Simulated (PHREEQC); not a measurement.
## Reverse-osmosis permeate (model solution)

A made-up water analysis in mg/L, 25 °C, pH 6.31, pe 10.3: Na 3.28; K 0.902; Ca 3.29; Mg 0.0509; Cl 0.299; S(6) as SO4 6.7; Alkalinity as HCO3 10.9; Li 0.000348; Sr 0.433; Cd 0.0308; Br 0.194; Ba 0.0153; Zn 0.164.

Valence states are taken as typed.

The numbers come from PHREEQC with the ion-association model, wateq4f.dat.

Each row changes one thing in this solution. Precipitation was switched off in this run.

| case | CO2 (mol/kgw) | CaSO4 (mol/kgw) | CaHCO3+ (mol/kgw) | SrSO4 (mol/kgw) | NaSO4- (mol/kgw) | ZnSO4 (mol/kgw) | SI of Otavite (CdCO3) |
|---|---|---|---|---|---|---|---|
| as made | 0.000192 | 9.07e-7 | 1.67e-7 | 5.33e-8 | 4.43e-8 | 3.18e-8 | -2.29 |
| pH from 6.31 to 6.01 at the same alkalinity | 0.000384 | 9.07e-7 | 1.68e-7 | 5.33e-8 | 4.43e-8 | 3.19e-8 | -2.59 |
| temperature from 25 to 90 °C at the same typed pH | 0.000202 | 1.42e-6 | 2.59e-7 | 9.36e-8 | 6.07e-8 | 4.12e-8 | -2.11 |
| Ca from 3.29 to 9.87 mg/L | 0.000190 | 2.52e-6 | 4.87e-7 | 4.94e-8 | 4.21e-8 | 2.94e-8 | -2.31 |

Constants without temperature data keep their 25 °C values here.
